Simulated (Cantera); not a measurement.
# Chlorosilane synthesis and conversion: SiCl₄ + HCl + H₂ + O₂

Feed: 1 mol SiCl₄, 3.7 mol HCl, 2.1 mol H₂, 0.00027 mol O₂, held at 11.0 bar.

Method: chemical equilibrium by Gibbs-energy minimisation in Cantera with the NASA 1993 tables (ideal gas, pure condensed phases). Candidate condensed phases: H₂O, Si, SiO₂; 30 gas species. The tables' values for SiCl₃ are old estimates; treat these amounts as uncertain. The tables hold silica as quartz up to 1696 K and as liquid above; real silica turns to tridymite and cristobalite and melts near 1996 K. Kinetics and transport are ignored.

```csv
T (K),x HCl,x H₂,x SiCl₄,x SiCl₃,x SiHCl₃,x SiCl₂,n SiO₂(β-quartz)
873,0.544,0.309,0.147,2.58e-7,0.000178,2.67e-11,0.000264
948,0.545,0.308,0.147,1.74e-6,0.000374,7.01e-10,0.000258
1023,0.545,0.308,0.146,8.83e-6,0.000700,1.13e-8,0.000248
1098,0.545,0.308,0.146,3.56e-5,0.00120,1.22e-7,0.000233
1173,0.546,0.307,0.145,0.000119,0.00190,9.65e-7,0.000213
1248,0.547,0.306,0.144,0.000342,0.00283,5.87e-6,0.000185
1323,0.549,0.304,0.142,0.000862,0.00399,2.86e-5,0.000148
1398,0.551,0.302,0.139,0.00194,0.00536,0.000116,0.000102
1473,0.555,0.299,0.135,0.00396,0.00685,0.000395,4.20e-5
1548,0.560,0.294,0.129,0.00731,0.00831,0.00116,0
1623,0.567,0.287,0.121,0.0123,0.00949,0.00291,0
1698,0.577,0.278,0.109,0.0187,0.0101,0.00634,0
```
x: gas mole fraction; n: condensed amount in mol.

From 873 K to 1473 K the condensed part is SiO₂(β-quartz). From 1548 K to 1698 K nothing is condensed. The main Si-bearing gas is SiCl₄ throughout.
